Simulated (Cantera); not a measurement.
A closed system holds: 1 mol SiCl4, 1.6 mol NH3, 10 mol H2, equilibrated at 750 Torr.

Method: chemical equilibrium by Gibbs-energy minimisation in Cantera with the NASA 1993 tables (ideal gas, pure condensed phases). Candidate condensed phases: NH4Cl, Si, Si3N4; 28 gas species. The tables' values for SiCl3, SiCl are old estimates; treat these amounts as uncertain. Gases not in the tables: Si2H6 and higher silanes. The numbers say what is thermodynamically allowed, not how fast it happens.

log p: log10 of the partial pressure in bar; n: condensed amount in mol.

| T (K) | log p H2 | log p HCl | log p SiCl2 | log p N2 | log p SiCl3 | log p H | n Si3N4(s) | n Si(l) |
|---|---|---|---|---|---|---|---|---|
| 1725 | -0.13 | -0.72 | -1.53 | -1.48 | -2.34 | (withheld) | 0.154 | 0 |
| 1750 | -0.13 | -0.74 | -1.48 | -1.45 | -2.35 | (withheld) | 0.136 | 0 |
| 1775 | -0.13 | -0.76 | -1.43 | -1.42 | -2.37 | (withheld) | 0.117 | 0 |
| 1800 | -0.13 | -0.78 | -1.38 | -1.39 | -2.39 | (withheld) | 0.0973 | 0 |
| 1825 | -0.13 | -0.80 | -1.34 | -1.37 | -2.42 | (withheld) | 0.0777 | 0 |
| 1850 | -0.13 | -0.82 | -1.30 | -1.34 | -2.45 | (withheld) | 0.0581 | 0 |
| 1875 | -0.13 | -0.84 | -1.26 | -1.32 | -2.48 | (withheld) | 0.0385 | 0 |
| 1900 | -0.12 | -0.87 | -1.23 | -1.30 | -2.52 | (withheld) | 0.0191 | 0 |
| 1925 | -0.12 | -0.88 | -1.22 | -1.28 | -2.55 | (withheld) | 0 | 0.0246 |
| 1950 | -0.13 | -0.88 | -1.22 | -1.28 | -2.59 | (withheld) | 0 | 0.0339 |
| 1975 | -0.13 | -0.87 | -1.22 | -1.28 | -2.63 | (withheld) | 0 | 0.0429 |
| 2000 | -0.13 | -0.87 | -1.23 | -1.28 | -2.67 | (withheld) | 0 | 0.0517 |
| 2025 | -0.13 | -0.86 | -1.23 | -1.28 | -2.70 | (withheld) | 0 | 0.0603 |
| 2050 | -0.13 | -0.86 | -1.23 | -1.28 | -2.74 | (withheld) | 0 | 0.0685 |

Q: What belongs in the gaps?

A: 
- 1725, log p H: -3.80
- 1750, log p H: -3.70
- 1775, log p H: -3.60
- 1800, log p H: -3.51
- 1825, log p H: -3.42
- 1850, log p H: -3.33
- 1875, log p H: -3.25
- 1900, log p H: -3.16
- 1925, log p H: -3.08
- 1950, log p H: -3.00
- 1975, log p H: -2.93
- 2000, log p H: -2.85
- 2025, log p H: -2.78
- 2050, log p H: -2.71
